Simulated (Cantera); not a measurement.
Charge: 1 mol Si, 0.14 mol H2O, 710 mol N2, held at 1 atm.

Equilibrium computed with Cantera from the NASA thermochemical tables; the gas is ideal and each condensed phase is pure. Candidate condensed phases: H2O, Si, SiO2, Si2N2O, Si3N4; 35 gas species. N2 is the only nitrogen source here; it is nearly inert below about 1500 K, so the nitride shown seldom forms there in practice. Mutual solubility and eutectic melting of coexisting phases are not modelled. Equilibrium is a limit: real reactors are often held back by kinetics, nucleation or transport.

Q: Which condensed phases are stable at each of these points (T (K)): 1350, 1450, 1550, 1650, 1750, 1850, 1950, 2050?

A: 
```json
[
 {"T (K)": "1350", "condensed phases": "Si2N2O(s) + Si3N4(s)", "Si condensed (%)": "100.0"},
 {"T (K)": "1450", "condensed phases": "Si2N2O(s) + Si3N4(s)", "Si condensed (%)": "100.0"},
 {"T (K)": "1550", "condensed phases": "Si2N2O(s) + Si3N4(s)", "Si condensed (%)": "100.0"},
 {"T (K)": "1650", "condensed phases": "Si2N2O(s) + Si3N4(s)", "Si condensed (%)": "99.9"},
 {"T (K)": "1750", "condensed phases": "Si2N2O(s) + Si3N4(s)", "Si condensed (%)": "98.4"},
 {"T (K)": "1850", "condensed phases": "Si2N2O(s) + Si3N4(s)", "Si condensed (%)": "86.7"},
 {"T (K)": "1950", "condensed phases": "Si3N4(s)", "Si condensed (%)": "85.5"},
 {"T (K)": "2050", "condensed phases": "Si3N4(s)", "Si condensed (%)": "82.2"}
]
```

From 1350 K to 1850 K the condensed part is Si2N2O(s) + Si3N4(s). From 1950 K to 2050 K the condensed part is Si3N4(s).
